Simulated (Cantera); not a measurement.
A Cantera script and its output.

```python
import numpy as np
import cantera as ct

gas = ct.Solution("h2o2.yaml")
gas.TPX = 775, 500000, {'H2': 1, 'O2': 1.02, 'N2': 3.84}
inlet = ct.Reservoir(gas, clone=True)
gas.equilibrate("HP")  # start burning
reactor = ct.IdealGasConstPressureReactor(gas, energy="on", clone=False)
exhaust = ct.Reservoir(gas, clone=True)
tau = [0.4, 0.16, 0.062, 0.024, 0.0096, 0.0038, 0.0015, 0.00059, 0.00023, 9.2e-05, 3.6e-05, 1.4e-05][0]
for a, b in ((inlet, reactor), (reactor, exhaust)):
    ct.MassFlowController(a, b, mdot=lambda t: reactor.mass / tau)
net = ct.ReactorNet([reactor])
show = ['H2', 'O2', 'OH', 'HO2', 'H2O']

rows = []
print(f"{'tau/s':>10s}{'T/K':>9s}" + "".join(f"{s:>11s}" for s in show))
for tau in [0.4, 0.16, 0.062, 0.024, 0.0096, 0.0038, 0.0015, 0.00059, 0.00023, 9.2e-05, 3.6e-05, 1.4e-05]:
    net.initial_time = 0.0
    net.advance(30 * tau)
    before = gas.X
    net.advance(40 * tau)
    drift = np.max(np.abs(gas.X - before) / (gas.X + 1e-9))
    rows.append([gas.T, *gas[show].X, drift])
    print(f"{tau:10.3e}{gas.T:9.1f}" + "".join(f"{x:11.3e}" for x in gas[show].X))
```

It prints:

```
     tau/s      T/K         H2         O2         OH        HO2        H2O
 4.000e-01   2022.3  9.463e-05  9.652e-02  1.728e-03  3.546e-06  1.855e-01
 1.600e-01   2022.2  9.901e-05  9.652e-02  1.747e-03  3.580e-06  1.855e-01
 6.200e-02   2021.8  1.102e-04  9.650e-02  1.795e-03  3.671e-06  1.854e-01
 2.400e-02   2021.1  1.375e-04  9.648e-02  1.910e-03  3.903e-06  1.854e-01
 9.600e-03   2019.4  1.968e-04  9.642e-02  2.147e-03  4.453e-06  1.851e-01
 3.800e-03   2016.0  3.206e-04  9.630e-02  2.594e-03  5.743e-06  1.847e-01
 1.500e-03   2009.9  5.619e-04  9.613e-02  3.308e-03  8.508e-06  1.840e-01
 5.900e-04   1999.5  1.014e-03  9.588e-02  4.325e-03  1.397e-05  1.829e-01
 2.300e-04   1981.9  1.848e-03  9.558e-02  5.655e-03  2.417e-05  1.810e-01
 9.200e-05   1953.3  3.285e-03  9.532e-02  7.178e-03  4.144e-05  1.781e-01
 3.600e-05   1905.2  5.825e-03  9.530e-02  8.753e-03  7.037e-05  1.734e-01
 1.400e-05   1827.6  1.028e-02  9.617e-02  9.888e-03  1.146e-04  1.658e-01
```

Model: the H2/O2 subset of GRI-Mech 3.0, which has no nitrogen chemistry, integrated in Cantera. The hydrogen kinetics of GRI-Mech 3.0 are dated; newer H2 mechanisms differ, most at raised pressure.
